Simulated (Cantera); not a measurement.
## Thermodynamics of calcination and drying, feed Mg(OH)2 + C + O2

Charge: 1 mol Mg(OH)2, 0.035 mol C, 0.01 mol O2, held at 610 Pa.

These are equilibrium values from Cantera (NASA tables, ideal gas, pure condensed phases), not measurements of a reactor. Candidate condensed phases: C, C6H6, C7H8, C8H18, H2O, Mg, MgCO3, MgO, Mg(OH)2; 116 gas species. The numbers say what is thermodynamically allowed, not how fast it happens.

```csv
T (K),x H2O,x H2,x CO2,x CO,x OH,n MgO(s)
1048,0.919,0.0469,0.0324,0.00139,1.32e-9,1.00
1198,0.920,0.0461,0.0316,0.00217,8.24e-8,1.00
1348,0.921,0.0453,0.0308,0.00297,2.06e-6,1.00
1498,0.922,0.0445,0.0301,0.00375,2.72e-5,1.00
1648,0.922,0.0438,0.0293,0.00447,0.000226,1.000
1798,0.920,0.0437,0.0286,0.00517,0.00130,1.000
1948,0.908,0.0475,0.0273,0.00628,0.00545,1.000
```
x: gas mole fraction; n: condensed amount in mol.

From 1048 K to 1948 K the condensed part is MgO(s).
